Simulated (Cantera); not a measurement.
Charge: 1 mol trisilylamine, 45 mol N2, 5.3 mol H2, 5.3 mol NH3, equilibrated at 1402 °C and 21.0 Pa.

These are equilibrium values from Cantera (NASA tables, ideal gas, pure condensed phases), not measurements of a reactor. Candidate condensed phases: Si, Si3N4; 18 gas species. The feed counts by its element totals alone. The tables' values for SiN are old estimates; treat these amounts as uncertain. Kinetics and transport are ignored.

Base state: N2 0.728, H2 0.266, H 0.00413, Si 0.00207, Si2N 3.03e-5, SiH 2.59e-5, SiN 1.68e-5 (mole fractions); condensed: Si(s).

Question: What changes in the equilibrium state with this change: pressure from 21.0 Pa to 5.40 Pa?

Answer: 
```json
[
 {"species": "N2", "before": "0.728", "after": "0.722"},
 {"species": "H2", "before": "0.266", "after": "0.262"},
 {"species": "H", "before": "0.00413", "after": "0.00809"},
 {"species": "Si", "before": "0.00207", "after": "0.00804"},
 {"species": "Si2", "before": "8.05e-6", "after": "3.13e-5"},
 {"species": "SiN", "before": "1.68e-5", "after": "3.31e-5"},
 {"species": "Si2N", "before": "3.03e-5", "after": "5.96e-5"},
 {"species": "SiH", "before": "2.59e-5", "after": "5.08e-5"},
 {"species": "Si(s), mol", "before": "2.85", "after": "2.44"}
]
```

Question: What changes in the equilibrium state with this change: temperature from 1402 °C to 875 °C?

Answer: 
```csv
species,before,after
N2,0.728,0.722
H2,0.266,0.278
H,0.00413,2.61e-6
Si,0.00207,<1e-9
Si2N,3.03e-5,<1e-9
SiH,2.59e-5,<1e-9
SiN,1.68e-5,<1e-9
"Si(s), mol",2.85,0
"Si3N4(s), mol",0,1.00
```
